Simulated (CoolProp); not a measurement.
Vapour-liquid equilibrium of methane (1) + ethylene (2) at 126 kPa; x and y are mole fractions of (1).

The numbers come from the multi-fluid Helmholtz-energy mixture model, Setzmann 1991 and Smukala 2000; pair parameters Bell 2016 in CoolProp.

```tsv
x	bubble temperature, mixture model (°C)	bubble temperature, Raoult's law (°C)	y, mixture model	y, Raoult's law
0.05	-117.5	-114.2	…	0.605
0.125	-133.0	-127.1	…	0.861
0.2	-141.0	-134.8	0.962	0.935
0.275	-145.6	-140.0	0.978	0.965
0.35	-148.7	-143.8	0.986	0.979
0.425	-150.8	-146.8	0.990	0.987
0.5	-152.3	-149.3	0.992	0.991
0.575	-153.5	-151.3	0.994	0.994
0.65	-154.5	-153.0	0.995	0.996
0.725	-155.5	-154.5	0.996	0.998
0.8	-156.3	-155.9	0.997	0.998
0.875	…	-157.0	0.998	0.999
0.95	-158.1	-158.1	0.999	1.000
```

Task: What belongs in the gaps?

Result: 
- 0.05, y, mixture model: 0.676
- 0.125, y, mixture model: 0.912
- 0.875, bubble temperature, mixture model (°C): -157.2

The largest gap from Raoult's law is -6.2 K in bubble temperature, at x = 0.2. No azeotrope shows between x = 0.05 and 0.95.

The pair parameters rest on a limited set of measurements; away from them the model extrapolates. With so large a gap from Raoult's law the liquid may split in two, which this calculation doesn't test in full.
